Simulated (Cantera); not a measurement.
Cantera run, input and output.

```python
import numpy as np
import cantera as ct

gas = ct.Solution("gri30.yaml")
gas.TPX = 2048, 2666, {'NO': 1, 'N2': 3.8}
reactor = ct.IdealGasConstPressureReactor(gas, energy="off", clone=False)
net = ct.ReactorNet([reactor])
net.rtol, net.atol = 1e-08, 1e-18
show = ['NO', 'N2O', 'O', 'NO2', 'O2']
times = np.geomspace(0.0002, 2, 14)

steps = ct.SolutionArray(gas, extra=["t"])
rows = []
print(f"{'t/s':>10s}{'T/K':>9s}{'P/Pa':>11s}" + "".join(f"{s:>11s}" for s in show))
for t in times:
    while net.time < t:
        t_next = net.step()
        steps.append(gas.state, t=t_next)
    rows.append([np.interp(t, steps.t, y) for y in (steps.T, steps.P, *steps(*show).X.T)])
    print(f"{t:10.3e}{rows[-1][0]:9.1f}{rows[-1][1]:11.4g}" + "".join(f"{x:11.3e}" for x in rows[-1][2:]))
rate = np.gradient(steps.T, steps.t)
print("integrator steps:", len(steps.t))
if steps.T.max() > steps.T[0] + 200:
    print(f"time of steepest temperature rise: {steps.t[rate.argmax()]:.4e} s")
gas.TPX = 2048, 2666, {'NO': 1, 'N2': 3.8}
gas.equilibrate("TP")
print(f"equilibrium (TP): T = {gas.T:.1f} K  " + "  ".join(f"{s} {gas[s].X[0]:.3e}" for s in show))
```

Result:

```
       t/s      T/K       P/Pa         NO        N2O          O        NO2         O2
 2.000e-04   2048.0       2666  2.083e-01  3.745e-07  3.808e-07  4.245e-10  4.007e-10
 4.062e-04   2048.0       2666  2.083e-01  7.535e-07  7.795e-07  1.696e-09  1.665e-09
 8.249e-04   2048.0       2666  2.083e-01  1.502e-06  1.608e-06  6.555e-09  6.951e-09
 1.675e-03   2048.0       2666  2.083e-01  2.938e-06  3.368e-06  2.386e-08  2.925e-08
 3.403e-03   2048.0       2666  2.083e-01  5.535e-06  7.237e-06  7.931e-08  1.260e-07
 6.910e-03   2048.0       2666  2.083e-01  9.709e-06  1.613e-05  2.343e-07  5.628e-07
 1.403e-02   2048.0       2666  2.083e-01  1.499e-05  3.712e-05  6.197e-07  2.630e-06
 2.850e-02   2048.0       2666  2.082e-01  1.905e-05  8.471e-05  1.466e-06  1.269e-05
 5.789e-02   2048.0       2666  2.080e-01  1.986e-05  1.776e-04  2.938e-06  6.020e-05
 1.176e-01   2048.0       2666  2.074e-01  1.894e-05  3.128e-04  4.739e-06  2.573e-04
 2.388e-01   2048.0       2666  2.060e-01  1.795e-05  4.317e-04  6.220e-06  8.958e-04
 4.849e-01   2048.0       2666  2.028e-01  1.698e-05  5.111e-04  7.529e-06  2.483e-03
 9.848e-01   2048.0       2666  1.955e-01  1.528e-05  6.233e-04  9.511e-06  6.071e-03
 2.000e+00   2048.0       2666  1.789e-01  1.214e-05  8.184e-04  1.233e-05  1.426e-02
integrator steps: 487
equilibrium (TP): T = 2048.0 K  NO 6.419e-03  N2O 6.247e-08  O 1.867e-03  NO2 1.151e-06  O2 9.993e-02
```

Model: GRI-Mech 3.0 (53 species, 325 reactions), integrated in Cantera. Radical loss at walls, strong at low pressure, is not modelled.
